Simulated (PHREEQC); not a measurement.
Dissolve 0.41 mol/kgw Na2CO3, 0.21 mol/kgw KCl and 0.39 mol/kgw NaCl at 25 °C. Closed to the air; pH follows from the charge balance.

Model: Pitzer model, pitzer.dat, run in PHREEQC.

Each row changes one thing in this solution. Precipitation was switched off in this run.

| case | pH | ionic strength (mol/kgw) | SI of Halite (NaCl) | SI of Sylvite (KCl) |
|---|---|---|---|---|
| as made | 11.48 | 1.82 | -2.20 | -2.28 |
| Na2CO3 from 0.41 to 0.451 mol/kgw | 11.50 | … | -2.18 | -2.28 |
| diluted 100-fold with water | … | … | -5.84 | … |
| NaCl from 0.39 to 0.039 mol/kgw | 11.53 | 1.47 | -2.75 | -2.65 |
| Na2CO3 from 0.41 to 0.369 mol/kgw | 11.46 | 1.70 | -2.23 | -2.27 |
| KCl from 0.21 to 0.42 mol/kgw | 11.47 | 2.04 | -2.07 | … |
| Na2CO3 replaced by NaBr at the same molality | 6.89 | 1.01 | -2.27 | -2.22 |

Task: Complete the blanks.

Result: 
- Na2CO3 from 0.41 to 0.451 mol/kgw, ionic strength (mol/kgw): 1.95
- diluted 100-fold with water, pH: 10.80
- diluted 100-fold with water, ionic strength (mol/kgw): 0.0176
- diluted 100-fold with water, SI of Sylvite (KCl): -5.92
- KCl from 0.21 to 0.42 mol/kgw, SI of Sylvite (KCl): -1.85

Species that the database lacks are ignored. In brines, pH and single-ion activities rest on the MacInnes convention.
